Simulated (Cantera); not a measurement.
A freely propagating, adiabatic, planar premixed flame of H₂ : O₂ : N₂ = 1 : 0.417 : 1.57 (molar parts), equivalence ratio 1.2, unburnt at 723 K and 190000 Pa; mixture-averaged transport, grid criteria slope 0.08 and curve 0.16, no radiation.

Detailed kinetics in Cantera: the H2/O2 subset of GRI-Mech 3.0, which has no nitrogen chemistry. Burning velocities carry a grid error of a few per cent, more on coarse grids.

**Question.** Predict: laminar burning velocity; thermal thickness; peak x(H); peak x(O); peak x(HO₂); peak x(OH).

**Answer.** 
```
Item                          Value
------------------------  ---------
laminar burning velocity  1210 cm/s
thermal thickness          0.222 mm
peak x(H)                    0.0718
peak x(O)                    0.0116
peak x(HO₂)                0.000357
peak x(OH)                   0.0187
```
